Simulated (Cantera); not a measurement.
Thermodynamics of silicon oxide and oxynitride deposition, feed TEOS + O3 + N2 + H2O

Feed: 1 mol TEOS, 2.7 mol O3, 180 mol N2, 0.46 mol H2O, equilibrated at 0.600 Torr.

These are equilibrium values from Cantera (NASA tables, ideal gas, pure condensed phases), not measurements of a reactor. Candidate condensed phases: C, C6H6, C7H8, C8H18, H2O, Si, SiC, SiO2, Si2N2O, Si3N4; 151 gas species. The feed counts by its element totals alone. The tables hold silica as quartz up to 1696 K and as liquid above; real silica turns to tridymite and cristobalite and melts near 1996 K. The numbers say what is thermodynamically allowed, not how fast it happens.

From 723 K to 823 K the condensed part is SiO2(α-quartz). From 873 K to 1173 K the condensed part is SiO2(β-quartz).

| T (K) | x N2 | x H2 | x CO | x CO2 | x H2O | x CH4 | n SiO2(α-quartz) | n SiO2(β-quartz) |
|---|---|---|---|---|---|---|---|---|
| 723 | 0.907 | 0.0504 | 0.0297 | 0.0106 | 0.00234 | 1.14e-6 | 1.00 | 0 |
| 773 | 0.907 | 0.0496 | 0.0305 | 0.00979 | 0.00311 | 7.74e-8 | 1.00 | 0 |
| 823 | 0.907 | 0.0488 | 0.0313 | 0.00901 | 0.00389 | 7.41e-9 | 1.00 | 0 |
| 873 | 0.907 | 0.0481 | 0.0321 | 0.00826 | 0.00464 | 9.37e-10 | 0 | 1.00 |
| 923 | 0.907 | 0.0474 | 0.0328 | 0.00755 | 0.00535 | 1.50e-10 | 0 | 1.00 |
| 973 | 0.907 | 0.0467 | 0.0334 | 0.00691 | 0.00599 | 2.91e-11 | 0 | 1.00 |
| 1023 | 0.907 | 0.0461 | 0.0340 | 0.00633 | 0.00657 | 6.67e-12 | 0 | 1.00 |
| 1073 | 0.907 | 0.0456 | 0.0345 | 0.00581 | 0.00709 | 1.77e-12 | 0 | 1.00 |
| 1123 | 0.907 | 0.0452 | 0.0350 | 0.00535 | 0.00755 | <1e-12 | 0 | 1.00 |
| 1173 | 0.907 | 0.0447 | 0.0354 | 0.00494 | 0.00796 | <1e-12 | 0 | 1.00 |
x: gas mole fraction; n: condensed amount in mol.
